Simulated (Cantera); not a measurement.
Source: NASA polynomial tables (part measured, part estimated), evaluated in Cantera. Values are per mole of reaction as written; species without (g) are pure solids or liquids, kept so even where they would boil at 1 bar. TiC: taken at fixed stoichiometry.

C2H4(g) + Ti ⇌ TiC + CH4(g)

```csv
T (K),ΔH° (kJ),ΔS° (J/K),ΔG° (kJ),log10 K,condensed phases
925,?,?,?,?,"Ti(α), TiC(s)"
1025,?,?,?,?,"Ti(α), TiC(s)"
1125,-311.4,-38.9,-267.7,12.43,"Ti(α), TiC(s)"
1225,?,?,?,?,"Ti(β), TiC(s)"
1325,-315.0,-42.0,-259.3,10.22,"Ti(β), TiC(s)"
1425,-314.7,-41.8,-255.1,9.35,"Ti(β), TiC(s)"
1525,-314.5,-41.7,-251.0,8.60,"Ti(β), TiC(s)"
1625,-314.3,-41.5,-246.8,7.93,"Ti(β), TiC(s)"
1725,?,?,?,?,"Ti(β), TiC(s)"
1825,-314.1,-41.4,-238.5,6.83,"Ti(β), TiC(s)"
1925,-314.0,-41.4,-234.4,6.36,"Ti(β), TiC(s)"
```

Q: Fill in the missing entries.

A: 
- 925, ΔH° (kJ): -310.7
- 925, ΔS° (J/K): -38.2
- 925, ΔG° (kJ): -275.4
- 925, log10 K: 15.55
- 1025, ΔH° (kJ): -310.8
- 1025, ΔS° (J/K): -38.3
- 1025, ΔG° (kJ): -271.5
- 1025, log10 K: 13.84
- 1225, ΔH° (kJ): -315.3
- 1225, ΔS° (J/K): -42.3
- 1225, ΔG° (kJ): -263.5
- 1225, log10 K: 11.24
- 1725, ΔH° (kJ): -314.2
- 1725, ΔS° (J/K): -41.5
- 1725, ΔG° (kJ): -242.7
- 1725, log10 K: 7.35
